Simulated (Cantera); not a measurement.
## Thermodynamics of iron carbonyl, mercury and lead vapours, feed PbO + CO + N2

Charge: 1 mol PbO, 0.19 mol CO, 63 mol N2, equilibrated at 1025 °C.

These are equilibrium values from Cantera (NASA tables, ideal gas, pure condensed phases), not measurements of a reactor. Candidate condensed phases: C, Pb, PbO, PbO2, Pb3O4; 27 gas species. Each liquid is taken as pure. Mutual solubility and eutectic melting of coexisting phases are not modelled. Gases not in the tables: (PbO)n polymers. The numbers say what is thermodynamically allowed, not how fast it happens.

From 0.000100 bar to 0.0100 bar nothing is condensed. At 0.100 bar the condensed part is PbO(l). From 1.00 bar to 10.0 bar the condensed part is Pb(l) + PbO(l).

```
P (Pa)   log p N2  log p PbO  log p Pb  log p O2  log p CO2  log p NO  log p CO  log p O  n PbO(l)  n Pb(l)
-------  --------  ---------  --------  --------  ---------  --------  --------  -------  --------  -------
10          -4.01      -6.25     -6.01     -6.46      -6.53     -8.25    -10.13   -10.00         0        0
100         -3.01      -5.05     -5.18     -5.73      -5.53     -7.39     -9.50    -9.64         0        0
1000        -2.01      -3.95     -4.36     -5.16      -4.53     -6.60     -8.78    -9.35         0        0
10000       -1.00      -3.36     -3.52     -5.67      -3.53     -6.35     -7.53    -9.60     0.529        0
100000       0.00      -3.36     -2.59     -7.52      -2.52     -6.78     -5.60   -10.53     0.783   0.0278
1000000      1.00      -3.36     -2.59     -7.52      -1.52     -6.28     -4.60   -10.53     0.807    0.174
```
log p: log10 of the partial pressure in bar; n: condensed amount in mol.
